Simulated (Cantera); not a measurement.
Input (Python, Cantera):

```python
import numpy as np
import cantera as ct

gas = ct.Solution("gri30.yaml")
gas.TPX = 448, 13332, {'CH4': 1, 'CO': 0.55, 'O2': 1.75, 'N2': 4.9, 'H2O': 0.42}
flame = ct.FreeFlame(gas, width=0.16)
flame.set_refine_criteria(ratio=3, slope=0.08, curve=0.16)
flame.transport_model = "mixture-averaged"
flame.solve(loglevel=0, auto=True)
z, T = flame.grid, flame.T
thick = (T[-1] - T[0]) / np.gradient(T, z).max()
show = ['CH4', 'CO', 'O2', 'HCO', 'H2O2', 'C2H2']
print(f"laminar burning velocity  {flame.velocity[0] * 100:.3f} cm/s")
print(f"burnt temperature         {T[-1]:.1f} K")
print(f"thermal thickness         {thick * 1e3:.4f} mm")
print(f"grid points               {len(z)}")
z0 = z[flame.heat_release_rate.argmax()]
print(f"{'z/mm':>9s}{'T/K':>9s}{'u/(m/s)':>9s}" + "".join(f"{s:>11s}" for s in show))
rows = []
for k in (-3, -2, -1.5, -1, -0.5, -0.25, 0, 0.25, 0.5, 1, 2, 4, 8):
    zz = z0 + k * thick
    rows.append([k * thick, np.interp(zz, z, T), np.interp(zz, z, flame.velocity),
                 *(np.interp(zz, z, flame.X[gas.species_index(s)]) for s in show)])
    print(f"{rows[-1][0] * 1e3:9.3f}{rows[-1][1]:9.1f}{rows[-1][2]:9.3f}" + "".join(f"{x:11.3e}" for x in rows[-1][3:]))
```

Result:

```
laminar burning velocity  141.871 cm/s
burnt temperature         2307.3 K
thermal thickness         1.8190 mm
grid points               157
     z/mm      T/K  u/(m/s)        CH4         CO         O2        HCO       H2O2       C2H2
   -5.457    448.0    1.420  1.159e-01  6.376e-02  2.029e-01  1.643e-16  2.404e-09  5.696e-11
   -3.638    448.3    1.424  1.156e-01  6.362e-02  2.024e-01  1.133e-13  7.758e-08  2.827e-09
   -2.728    451.0    1.437  1.150e-01  6.339e-02  2.015e-01  7.691e-12  6.807e-07  4.018e-08
   -1.819    500.1    1.610  1.113e-01  6.335e-02  1.973e-01  4.146e-09  5.053e-06  1.824e-06
   -0.909    936.8    3.096  8.199e-02  7.463e-02  1.644e-01  1.941e-06  4.509e-06  5.461e-05
   -0.455   1380.9    4.642  4.529e-02  9.487e-02  1.186e-01  4.132e-05  2.901e-06  1.937e-04
    0.000   1775.5    6.042  1.261e-02  1.159e-01  6.602e-02  1.195e-04  1.035e-06  3.856e-04
    0.455   1958.5    6.678  1.572e-03  1.184e-01  3.239e-02  5.829e-05  2.054e-07  1.696e-04
    0.909   2005.4    6.817  1.118e-04  1.092e-01  1.786e-02  7.750e-06  5.678e-08  2.098e-05
    1.819   2027.8    6.848  3.894e-07  9.498e-02  1.028e-02  9.082e-08  4.540e-08  1.204e-07
    3.638   2044.7    6.875  5.308e-11  8.729e-02  8.412e-03  4.943e-08  4.157e-08  3.373e-11
    7.276   2064.4    6.927  4.174e-15  8.600e-02  7.775e-03  4.578e-08  3.819e-08  5.105e-15
   14.552   2095.2    7.013  4.496e-16  8.593e-02  7.010e-03  4.075e-08  3.372e-08  5.531e-19
```

Computed with Cantera and GRI-Mech 3.0 (53 species, 325 reactions). Burning velocities carry a grid error of a few per cent, more on coarse grids.
